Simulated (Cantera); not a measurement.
Feed: 1 mol AlN, 14 mol Cl2, equilibrated at 12.0 Torr.

Method: chemical equilibrium by Gibbs-energy minimisation in Cantera with the NASA 1993 tables (ideal gas, pure condensed phases). Candidate condensed phases: Al, AlCl3, AlN; 11 gas species. Equilibrium is a limit: real reactors are often held back by kinetics, nucleation or transport.

Question: At 1573 K, list the 4 most abundant gas species with their mole fractions, and the condensed phases.

Answer: Cl 0.486, Cl2 0.433, AlCl3 0.0541, N2 0.0270. Condensed: gas only.
